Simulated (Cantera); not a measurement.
Moist CO burnout

An isothermal, constant-pressure homogeneous reactor starts with 2.86 % CO, 1.05 % O2, 0.611 % H2O, 95.5 % N2, equivalence ratio 1.4, at 1298 K and 4.44 atm.

Cantera simulation using GRI-Mech 3.0 (53 species, 325 reactions); the numbers are that mechanism's predictions, not measurements.

| t (s) | x CO | x O2 | x H2O | x H2O2 | x CO2 | x NO |
|---|---|---|---|---|---|---|
| 2.00e-6 | 0.0286 | 0.0105 | 0.00611 | <1e-12 | 5.67e-10 | <1e-12 |
| 6.32e-6 | 0.0286 | 0.0105 | 0.00611 | <1e-12 | 1.85e-9 | <1e-12 |
| 2.00e-5 | 0.0286 | 0.0105 | 0.00611 | <1e-12 | 6.84e-9 | <1e-12 |
| 6.32e-5 | 0.0286 | 0.0105 | 0.00611 | 1.29e-12 | 4.04e-8 | <1e-12 |
| 0.000200 | 0.0286 | 0.0105 | 0.00611 | 8.11e-11 | 1.01e-6 | <1e-12 |
| 0.000632 | 0.0271 | 0.00970 | 0.00596 | 1.87e-7 | 0.00152 | 2.35e-8 |
| 0.00200 | 0.00915 | 0.000901 | 0.00567 | 9.62e-8 | 0.0198 | 1.78e-6 |
| 0.00632 | 0.00685 | 1.99e-6 | 0.00530 | 9.48e-10 | 0.0221 | 2.10e-6 |
| 0.0200 | 0.00681 | 7.61e-8 | 0.00527 | 3.46e-11 | 0.0221 | 2.04e-6 |
| 0.0632 | 0.00681 | 7.40e-9 | 0.00526 | 1.74e-12 | 0.0221 | 1.89e-6 |
| 0.200 | 0.00680 | 1.19e-9 | 0.00526 | <1e-12 | 0.0221 | 1.67e-6 |
| 0.632 | 0.00680 | 2.22e-10 | 0.00526 | <1e-12 | 0.0221 | 1.44e-6 |
| 2.00 | 0.00680 | 2.89e-11 | 0.00526 | <1e-12 | 0.0221 | 1.20e-6 |
| 6.32 | 0.00680 | 1.45e-12 | 0.00526 | <1e-12 | 0.0221 | 8.85e-7 |
| 20.0 | 0.00680 | <1e-12 | 0.00525 | <1e-12 | 0.0221 | 5.05e-7 |
x: mole fraction; the columns are a selection and need not sum to one.

Equilibrium at this temperature and pressure: CO 0.00680, O2 <1e-12, H2O 0.00526, H2O2 <1e-12, CO2 0.0221, NO 2.15e-10 (gas phase only).
